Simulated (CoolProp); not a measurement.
Sulfur dioxide along the isotherm 492.4 K: density (kg/m³) from the reference equation and from simpler models built on Tc = 430.6 K, pc = 7.887 MPa, ω = 0.256; each cubic takes its own stable root.

Model: reference Helmholtz-energy equation of state, Gao 2016, in CoolProp.

| p (MPa) | phase | reference | ideal gas | van der Waals | Redlich-Kwong | Soave-Redlich-Kwong | Peng-Robinson |
|---|---|---|---|---|---|---|---|
| 0.111 | gas | 1.742 | 1.737 | 1.742 | 1.743 | 1.742 | 1.743 |
| 0.227 | gas | 3.574 | 3.552 | 3.574 | 3.576 | 3.574 | 3.577 |
| 0.467 | gas | 7.403 | 7.308 | 7.402 | 7.409 | 7.401 | 7.416 |
| 0.958 | gas | 15.40 | 14.99 | 15.40 | 15.43 | 15.39 | 15.46 |
| 1.97 | gas | 32.63 | 30.83 | 32.64 | 32.76 | 32.60 | 32.88 |
| 4.04 | gas | 71.62 | … | … | 72.25 | … | … |
| 8.3 | supercritical | 175.0 | 129.9 | 181.0 | 179.6 | 172.3 | … |
| 17 | supercritical | 557.6 | 266.0 | 531.8 | 541.6 | 483.5 | 517.0 |
| 35 | supercritical | 896.4 | 547.7 | 695.8 | 822.4 | 787.9 | 863.4 |

Task: What belongs in the gaps?

Result: 
- 4.04, ideal gas: 63.22
- 4.04, van der Waals: 71.83
- 4.04, Soave-Redlich-Kwong: 71.36
- 4.04, Peng-Robinson: 72.65
- 8.3, Peng-Robinson: 178.9
